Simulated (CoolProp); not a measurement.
Properties of cyclohexane along the isobar 6.56 bar.

Computed with CoolProp (reference Helmholtz-energy equation of state, Zhou 2014).

| T (K) | phase | expansivity (1/kK) | viscosity (µPa s) |
|---|---|---|---|
| 367.9 | liquid | ___ | 354 |
| 373.3 | liquid | 1.503 | 334 |
| 378.8 | liquid | 1.534 | 315 |
| 384.2 | liquid | 1.566 | 298 |
| 389.7 | liquid | 1.602 | 282 |
| 395.1 | liquid | 1.640 | 267 |
| 400.6 | liquid | ___ | ___ |
| 406 | liquid | 1.726 | 240 |
| 411.4 | liquid | 1.775 | 228 |
| 416.9 | liquid | 1.829 | 217 |
| 422.3 | liquid | 1.888 | ___ |
| 427.8 | liquid | 1.954 | 197 |
| 433.2 | gas | 3.782 | 9.95 |
| 438.7 | gas | 3.634 | ___ |
| 444.1 | gas | ___ | 10.2 |
| 449.6 | gas | 3.381 | ___ |

**Question.** What belongs in the gaps?

**Answer.** 
- 367.9, expansivity (1/kK): 1.474
- 400.6, expansivity (1/kK): 1.682
- 400.6, viscosity (µPa s): 253
- 422.3, viscosity (µPa s): 207
- 438.7, viscosity (µPa s): 10.1
- 444.1, expansivity (1/kK): 3.503
- 449.6, viscosity (µPa s): 10.3

Viscosity comes from a separate model (Tariq 2014).
